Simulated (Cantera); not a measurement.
A freely propagating, adiabatic, planar premixed flame of CH4 : CO : O2 : N2 : H2O = 1 : 0.59 : 2.09 : 7.84 : 0.48 (molar parts), unburnt at 575 K and 0.987 atm; multicomponent+Soret transport, grid criteria slope 0.08 and curve 0.16, no radiation.

Model: GRI-Mech 3.0 (53 species, 325 reactions), integrated in Cantera. Burning velocities carry a grid error of a few per cent, more on coarse grids.

Question: Predict: laminar burning velocity; thermal thickness; peak x(CH2CO); peak x(C2H6).

Answer: 
| Item | Result |
|---|---|
| laminar burning velocity | 123 cm/s |
| thermal thickness | 0.348 mm |
| peak x(CH2CO) | 9.88e-5 |
| peak x(C2H6) | 0.000843 |
